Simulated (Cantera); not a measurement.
An adiabatic, constant-pressure homogeneous reactor starts with 7.92 % CH4, 11.3 % O2, 79.2 % N2, 1.51 % H2O, at 1025 K and 5.00 bar.

Model: GRI-Mech 3.0 (53 species, 325 reactions), integrated in Cantera.

One state of this run: T (K) = 2044; x CH4 = 1.98e-11; x O2 = 3.09e-7; x H2O = 0.125; x C2H = <1e-12; x H2O2 = 3.34e-10; x C2H6 = <1e-12. x: mole fraction; the columns are a selection and need not sum to one.

Problem. Which value of t (s) does it belong to?
A. 9.49e-6
B. 9.49e-5
C. 0.949
D. 0.0300

Solution. C, 0.949
